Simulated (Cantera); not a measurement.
A perfectly stirred reactor is fed with 69.0 % NH3, 31.0 % H2, at 750 Torr; it is held at 1898 K, and followed from long to short residence time.

Model: the gas-phase N/H chemistry of the illustrative SiF4/NH3 mechanism in the Surface Chemkin manual (1991), integrated in Cantera. Walls and surfaces, which speed up NH3 decomposition in real reactors, are not modelled.

x: mole fraction; the columns are a selection and need not sum to one.

```
τ (s)     x NH3   x H2       x H   x N2H2     x NH2     x NH   x N2H4
-------  ------  -----  --------  -------  --------  -------  -------
1.2      0.0734  0.744  0.000421  1.19e-7  0.000116      [?]  1.50e-8
0.40      0.156  0.685  0.000317  3.34e-7  0.000203      [?]  4.55e-8
0.13      0.306  0.580  0.000220  8.26e-7  0.000324      [?]  1.17e-7
0.045     0.472  0.463  0.000153  1.52e-6  0.000436  5.36e-6  2.11e-7
0.015     0.596  0.376  0.000115  2.15e-6  0.000510  5.65e-6  2.89e-7
0.0050    0.655  0.334   9.88e-5  2.45e-6  0.000540  5.67e-6  3.24e-7
0.0017    0.678  0.318   9.11e-5  2.45e-6  0.000540  5.46e-6  3.24e-7
0.00056   0.686  0.313   8.30e-5  2.11e-6  0.000508      [?]  2.86e-7
```

Question: Some entries are withheld; supply them.

Answer: 
- 1.2, x NH: 2.59e-6
- 0.40, x NH: 3.65e-6
- 0.13, x NH: 4.70e-6
- 0.00056, x NH: 4.78e-6
